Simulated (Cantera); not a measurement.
An isothermal plug-flow reactor at 450 K and 0.410 bar (inlet), inlet velocity 0.095 m/s, active area per volume 5200 1/m; feed CO : O2 : N2 : H2O = 0.011 : 0.017 : 0.79 : 0.073 (molar parts), equivalence ratio 0.32.

Cantera simulation using Deutschmann's 1995 Pt surface mechanism with GRI-Mech 3.0 gas chemistry; the numbers are that mechanism's predictions, not measurements. Catalytic surfaces can have several steady states; this one follows from the mechanism file's or the stated starting coverage. Mass transfer to the wall is taken as infinitely fast.

### Question
What does this change do: temperature 450 to 825 K?

### Answer
```json
[
 {"quantity": "x(CO) at z = 0.0063 m", "before": "0.0123", "after": "<1e-12"},
 {"quantity": "x(O2) at z = 0.0063 m", "before": "0.0191", "after": "0.0130"},
 {"quantity": "x(H2O) at z = 0.0063 m", "before": "0.0819", "after": "0.0824"},
 {"quantity": "x(CO2) at z = 0.0063 m", "before": "2.99e-6", "after": "0.0124"}
]
```

### Question
What does this change do: temperature 450 to 598 K?

### Answer
```tsv
quantity	before	after
x(CO) at z = 0.0063 m	0.0123	0.000256
x(O2) at z = 0.0063 m	0.0191	0.0131
x(H2O) at z = 0.0063 m	0.0819	0.0824
x(CO2) at z = 0.0063 m	2.99e-6	0.0122
```
